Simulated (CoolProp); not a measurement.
Isohexane at 293.15 K and 0.0181 MPa is throttled through a valve to 0.0126 MPa with no heat exchange. Each further row changes one setting.

Model: reference Helmholtz-energy equation of state, Lemmon 2006, in CoolProp. It is a short technical equation, of lower accuracy than the large ones.

| case | temperature change (K) | final density (kg/m³) |
|---|---|---|
| as stated | -0.3 | (withheld) |
| outlet pressure 0.00378 MPa | (withheld) | (withheld) |
| outlet pressure 0.0164 MPa | (withheld) | 0.587 |

Problem. Complete the blanks.

Solution. 
- as stated, final density (kg/m³): 0.450
- outlet pressure 0.00378 MPa, temperature change (K): -0.7
- outlet pressure 0.00378 MPa, final density (kg/m³): 0.134
- outlet pressure 0.0164 MPa, temperature change (K): -0.1
